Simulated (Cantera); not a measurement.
Ignition delay

Mixture: CH4 : C2H6 : C3H8 : O2 : N2 = 1 : 0.16 : 0.07 : 3.31 : 12.4 (molar parts), equivalence ratio 0.88, at 1.80 bar, adiabatic and at constant pressure. Ignition delay is the time to a rise of 400 K.

Computed with Cantera and GRI-Mech 3.0 (53 species, 325 reactions).

```tsv
T0 (K)	delay (ms)
1125	6.33
1175	3.04
1225	1.57
1275	0.856
1325	0.487
1375	0.289
1425	0.178
1475	0.114
1525	0.0757
1575	0.0522
```

- apparent activation energy between 1475 and 1575 K: 150 kJ/mol
